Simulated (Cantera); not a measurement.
A perfectly stirred reactor is fed with CH4 : C2H6 : C3H8 : O2 : N2 = 1 : 0.39 : 0.85 : 4.76 : 17.9 (molar parts), at 1.01 bar; it is adiabatic with a 525 K inlet, and is followed from long to short residence time, starting on the burning branch (τ in s: 0.032, 0.013, 0.0052, 0.0021, 0.00083, 0.00033, 0.00013, 5.4e-05, 2.2e-05).

Detailed kinetics in Cantera: GRI-Mech 3.0 (53 species, 325 reactions). GRI-Mech 3.0 was tuned for natural gas; its chemistry of propane as a main component is partial and can be far from experiment.

### Question
What does this change do: C2H6 0.39 to 0.25 parts?

### Answer
| quantity | before | after |
|---|---|---|
| blow-out, bracketed by the residence times tried | burning at 0.330 ms, out at 0.130 ms | burning at 0.330 ms, out at 0.130 ms |
| x(CH4) at τ = 32.0 ms | 0.000518 | 7.45e-5 |
| x(C2H6) at τ = 32.0 ms | 7.77e-7 | 2.32e-7 |
| x(C3H8) at τ = 32.0 ms | 9.54e-7 | 5.43e-7 |
| x(NO2) at τ = 32.0 ms | 4.99e-10 | 1.35e-9 |
| x(O) at τ = 32.0 ms | 4.24e-6 | 2.11e-5 |
| x(CH4) at τ = 0.830 ms | 0.00187 | 0.000583 |
| x(C2H6) at τ = 0.830 ms | 2.45e-5 | 7.29e-6 |
| x(C3H8) at τ = 0.830 ms | 2.56e-5 | 1.47e-5 |
| x(NO2) at τ = 0.830 ms | 1.16e-9 | 2.15e-9 |
| x(O) at τ = 0.830 ms | 4.64e-5 | 0.000106 |
